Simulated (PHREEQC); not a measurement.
1 kg of water holding 160 mmol/kgw CaCl2, 67 mmol/kgw KCl, 54 mmol/kgw NaCl and 11 mmol/kgw MgCl2 is evaporated at 75 °C; the solids stay in contact with the brine. CO2 from the air is kept out. The run lets Bischofite, Brucite, Carnallite, Halite, Portlandite, Sylvite, MgCl2_4H2O precipitate or redissolve, and no other solid.

The series has 18 steps of water left (kg), from 1 to 0.03564.

The numbers come from PHREEQC with the Pitzer model, pitzer.dat.

### Question
Which solids form, in which order, and at which step of the series does each first stand?

### Answer
Halite from water left = 0.04335 kg.

Constants without temperature data keep their 25 °C values here.
